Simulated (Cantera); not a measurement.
A closed system holds: 1 mol C, 19 mol H2, at 1225 K and 13.0 mbar.

These are equilibrium values from Cantera (NASA tables, ideal gas, pure condensed phases), not measurements of a reactor. Candidate condensed phases: C, C6H6, C7H8, C8H18; 76 gas species. Equilibrium is a limit: real reactors are often held back by kinetics, nucleation or transport.

Base state: H2 1.000, CH4 0.000171 (mole fractions); condensed: C(graphite).

Q: What changes in the equilibrium state with this change: 1.9 mol NH3 added?

A: 
| species | before | after |
|---|---|---|
| H2 | 1.000 | 0.958 |
| N2 | 0 | 0.0417 |
| CH4 | 0.000171 | 0.000157 |
| HCN | 0 | 1.95e-5 |
| C(graphite), mol | 0.997 | 0.996 |

Q: What changes in the equilibrium state with this change: pressure from 13.0 mbar to 0.100 bar?

A: 
| species | before | after |
|---|---|---|
| H2 | 1.000 | 0.999 |
| CH4 | 0.000171 | 0.00131 |
| C(graphite), mol | 0.997 | 0.975 |
